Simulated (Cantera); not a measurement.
Input: 1 mol B₂O₃, 20 mol NH₃, 5.7 mol H₂, at 13300 Pa.

Equilibrium computed with Cantera from the NASA thermochemical tables; the gas is ideal and each condensed phase is pure. Candidate condensed phases: B, BN, B₂O₃, B₃O₃H₃, H₂O; 39 gas species. Mutual solubility and eutectic melting of coexisting phases are not modelled. Gases not in the tables: H₃BO₃. Kinetics and transport are ignored.

x: gas mole fraction; n: condensed amount in mol.

| T (K) | x H₂ | x N₂ | x HBO | x HBO₂ | x B₂O₃ | n BN(s) | n B₂O₃(l) |
|---|---|---|---|---|---|---|---|
| 1148 | 0.780 | 0.218 | 5.43e-7 | 4.90e-5 | 1.16e-8 | 0.0674 | 0.965 |
| 1198 | 0.780 | 0.218 | 1.93e-6 | 0.000102 | 6.46e-8 | 0.0667 | 0.964 |
| 1248 | 0.779 | 0.218 | 6.21e-6 | 0.000201 | 3.11e-7 | 0.0666 | 0.962 |
| 1298 | 0.779 | 0.218 | 1.81e-5 | 0.000372 | 1.32e-6 | 0.0676 | 0.957 |
| 1348 | 0.779 | 0.218 | 4.89e-5 | 0.000656 | 5.01e-6 | 0.0700 | 0.949 |
| 1398 | 0.779 | 0.218 | 0.000122 | 0.00111 | 1.72e-5 | 0.0744 | 0.934 |
| 1448 | 0.778 | 0.218 | [?] | [?] | [?] | [?] | 0.909 |
| 1498 | 0.777 | 0.218 | 0.000634 | 0.00281 | 0.000156 | 0.0898 | 0.869 |
| 1548 | 0.775 | 0.217 | 0.00133 | 0.00427 | 0.000421 | 0.0997 | 0.802 |
| 1598 | 0.771 | 0.217 | [?] | [?] | [?] | 0.108 | [?] |
| 1648 | 0.766 | 0.216 | 0.00505 | 0.00900 | 0.00252 | 0.107 | 0.497 |
| 1698 | 0.756 | 0.214 | 0.00924 | 0.0126 | 0.00569 | 0.0847 | 0.160 |
| 1748 | 0.749 | 0.214 | 0.0133 | 0.0126 | 0.00732 | 0 | 0 |
| 1798 | 0.748 | 0.214 | 0.0140 | 0.0128 | 0.00688 | 0 | 0 |

**Question.** What belongs in the gaps?

**Answer.** 
- 1448, x HBO: 0.000287
- 1448, x HBO₂: 0.00180
- 1448, x B₂O₃: 5.39e-5
- 1448, n BN(s): 0.0810
- 1598, x HBO: 0.00265
- 1598, x HBO₂: 0.00628
- 1598, x B₂O₃: 0.00106
- 1598, n B₂O₃(l): 0.690
